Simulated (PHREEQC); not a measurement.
# Brine

Consider water at 25 °C with 0.77 mol/kgw KCl, 0.25 mol/kgw FeCl2 and 0.61 mol/kgw NaCl. Closed to the air; pH follows from the charge balance.

The numbers come from PHREEQC with the ion-association model, wateq4f.dat.

This is a speciation only: nothing precipitates in the calculation.

**Question.** Estimate the pH, ionic strength, activity of water.

**Answer.** pH 5.48; ionic strength 1.99 mol/kgw; activity of water 0.942.

**Question.** In which forms is Fe present?

**Answer.** Fe+2 71 %, FeCl+ 29 % of the Fe.

Caution: at this ionic strength the ion-association model is outside its range; a Pitzer model would be the better tool where its parameters exist.
